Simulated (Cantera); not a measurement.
Dilute partial oxidation

An isothermal, constant-pressure homogeneous reactor starts with 0.665 % CH4, 2.90 % O2, 93.6 % N2, 2.81 % H2, at 1498 K and 10.0 bar.

Cantera simulation using GRI-Mech 3.0 (53 species, 325 reactions); the numbers are that mechanism's predictions, not measurements. The temperature is held fixed by assumption; the heat of reaction is taken as removed at once.

| t (s) | x CH4 | x O2 | x C2H6 | x NO2 | x CO2 | x CH2O | x CH2 |
|---|---|---|---|---|---|---|---|
| 2.00e-6 | 0.00665 | 0.0290 | 7.76e-12 | <1e-12 | 1.61e-12 | 1.36e-9 | <1e-12 |
| 6.54e-6 | 0.00664 | 0.0290 | 9.42e-9 | <1e-12 | 1.40e-9 | 1.08e-7 | 2.09e-10 |
| 2.14e-5 | 0.00521 | 0.0262 | 8.41e-5 | 7.23e-11 | 5.12e-5 | 0.000169 | 9.22e-7 |
| 7.00e-5 | 0.000154 | 0.00672 | 5.49e-8 | 1.24e-9 | 0.00134 | 7.47e-6 | 4.82e-7 |
| 0.000229 | 4.14e-11 | 0.00268 | <1e-12 | 7.51e-9 | 0.00509 | 2.16e-11 | <1e-12 |
| 0.000749 | <1e-12 | 0.00192 | <1e-12 | 1.29e-8 | 0.00639 | <1e-12 | <1e-12 |
| 0.00245 | <1e-12 | 0.00173 | <1e-12 | 1.87e-8 | 0.00670 | <1e-12 | <1e-12 |
| 0.00801 | <1e-12 | 0.00171 | <1e-12 | 9.85e-9 | 0.00674 | <1e-12 | <1e-12 |
| 0.0262 | <1e-12 | 0.00171 | <1e-12 | 4.29e-9 | 0.00674 | <1e-12 | <1e-12 |
| 0.0857 | <1e-12 | 0.00171 | <1e-12 | 3.83e-9 | 0.00674 | <1e-12 | <1e-12 |
| 0.280 | <1e-12 | 0.00171 | <1e-12 | 3.84e-9 | 0.00674 | <1e-12 | <1e-12 |
| 0.917 | <1e-12 | 0.00171 | <1e-12 | 3.85e-9 | 0.00674 | <1e-12 | <1e-12 |
| 3.00 | <1e-12 | 0.00171 | <1e-12 | 3.89e-9 | 0.00674 | <1e-12 | <1e-12 |
x: mole fraction; the columns are a selection and need not sum to one.

Equilibrium at this temperature and pressure: CH4 <1e-12, O2 0.00165, C2H6 <1e-12, NO2 1.78e-7, CO2 0.00674, CH2O <1e-12, CH2 <1e-12 (gas phase only).
